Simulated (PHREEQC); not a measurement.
1 kg of water holding 0.015 mol/kgw MgSO4, 0.32 mol/kgw NaCl and 0.08 mol/kgw K2SO4 is evaporated at 5 °C; the solids stay in contact with the brine. No CO2 enters from the air. Only these solids could form: Arcanite, Bischofite, Bloedite, Brucite, Carnallite, Epsomite, Glaserite, Halite, Hexahydrite, Kainite, Kieserite, Leonite, Mirabilite, Misenite, Schoenite, Sylvite, Thenardite, MgCl2_4H2O.

The series has 23 steps of water left (kg), from 1 to 0.01213.

The numbers come from PHREEQC with the Pitzer model, pitzer.dat.

Q: Which solids form, in which order, and at which step of the series does each first stand?

A: Mirabilite from water left = 0.1696 kg; Glaserite from water left = 0.0875 kg; Sylvite from water left = 0.03998 kg; Halite from water left = 0.02864 kg.

At this temperature some constants are extrapolated from 25 °C, and those without enthalpy data are left unchanged.
